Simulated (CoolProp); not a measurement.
Aqueous magnesium chloride as a coolant, 22 % by mass, freezing at -35.4 °C, 1 atm.

Values from CoolProp's Melinder's fits for secondary coolants.

```
T (°C)  cp (kJ/(kg K))  conductivity (W/(m K))  density (kg/m³)  Prandtl number
------  --------------  ----------------------  ---------------  --------------
-18.2            2.919                   0.476             1210            94.3
-14              2.930                   0.483             1209            77.7
-9.9             2.940                   0.490             1208            64.6
-5.7             2.951                   0.497             1206            53.6
-1.5             2.963                   0.504             1205            44.8
2.7              2.974                   0.511             1203            37.6
6.8              2.985                   0.519             1201            31.9
11               2.996                   0.526             1199            27.1
15.2             3.007                   0.533             1197            23.2
19.4             3.018                   0.540             1195            20.0
23.5             3.028                   0.547             1193            17.4
27.7             3.039                   0.554             1192            15.3
31.9             3.049                   0.561             1190            13.5
36.1             3.059                   0.568             1188            12.1
```
